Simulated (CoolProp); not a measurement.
Model: reference Helmholtz-energy equation of state, Lemmon 2003, in CoolProp. It is a pseudo-pure fit of the blend.

For R407C, give the phase and the Z, cp (kJ/(kg K)), cv (kJ/(kg K)), expansivity (1/kK) at 276.9 K and 1540 kPa; 276.9 K and 10800 kPa; 276.9 K and 15400 kPa.


- 276.9 K and 1540 kPa: liquid; Z 0.0470, cp 1.42, cv 0.882, expansivity 3.04
- 276.9 K and 10800 kPa: liquid; Z 0.320, cp 1.36, cv 0.879, expansivity 2.49
- 276.9 K and 15400 kPa: liquid; Z 0.450, cp 1.34, cv 0.878, expansivity 2.31
